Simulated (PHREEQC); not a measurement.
**Metal-bearing waste water: speciation**

Solution (8.9 °C): 0.024 mol Pb(NO3)2, 0.02 mol MgSO4 and 0.00097 mol NaCl per kg of water. Closed to the air; pH follows from the charge balance.

Equilibrium calculation in PHREEQC: ion-association model, phreeqc.dat.

* **pH**: 4.93
* **ionic strength**: 0.100 mol/kgw

| species | molality | activity | log γ |
|---|---|---|---|
| NO3- | 0.0449 | 0.0341 | -0.120 |
| Mg+2 | 0.0168 | 0.00699 | -0.382 |
| Pb+2 | 0.0124 | 0.00475 | -0.419 |
| SO4-2 | 0.00808 | 0.00308 | -0.419 |
| PbSO4 | 0.00803 | 0.00822 | 0.010 |
| MgSO4 | 0.00318 | 0.00325 | 0.010 |
| PbNO3+ | 0.00305 | 0.00239 | -0.105 |

Precipitation was switched off in this run. Saturation is exceeded, for instance for Anglesite; the values hold only as long as no solid forms. Complexes and solids missing from the database can't appear. Away from 25 °C the constants follow the database's enthalpies or fits; those with neither stay at their 25 °C values.
